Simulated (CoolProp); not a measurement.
Computed with CoolProp (reference Helmholtz-energy equation of state, Lemmon 2006). It is a short technical equation, of lower accuracy than the large ones.

Task: For isopentane, give the phase and the Joule-Thomson coefficient (K/MPa), conductivity (mW/(m K)), fugacity coefficient at 324.1 K and 1300 kPa.

Result: 
- 324.1 K and 1300 kPa: liquid; Joule-Thomson coefficient -0.284, conductivity 94.8, fugacity coefficient 0.159

Thermal conductivity comes from a separate model (Vassiliou 2015).
